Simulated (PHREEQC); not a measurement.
A solution holds 0.024 mol HCl and 0.0024 mol MnSO4 per kg of water, at 25 °C. Closed to the air; pH follows from the charge balance.

Equilibrium calculation in PHREEQC: ion-association model, phreeqc.dat.

```
Quantity                       Value
--------------------  --------------
pH                              1.70
ionic strength        0.0304 mol/kgw
specific conductance      9090 µS/cm
total alkalinity        -24.0 meq/kg
```

| species | molality | activity | log γ |
|---|---|---|---|
| Cl- | 0.0239 | 0.0202 | -0.073 |
| H+ | 0.0227 | 0.0199 | -0.059 |
| Mn+2 | 0.00217 | 0.00118 | -0.265 |
| HSO4- | 0.00125 | 0.00106 | -0.071 |
| SO4-2 | 0.00104 | 0.000548 | -0.278 |
| MnSO4 | 0.000114 | 0.000115 | 0.003 |
| MnCl+ | 0.000114 | 9.70e-5 | -0.069 |
| MnCl2 | 8.49e-7 | 8.55e-7 | 0.003 |

No solid was allowed to form. Species that the database lacks are ignored.
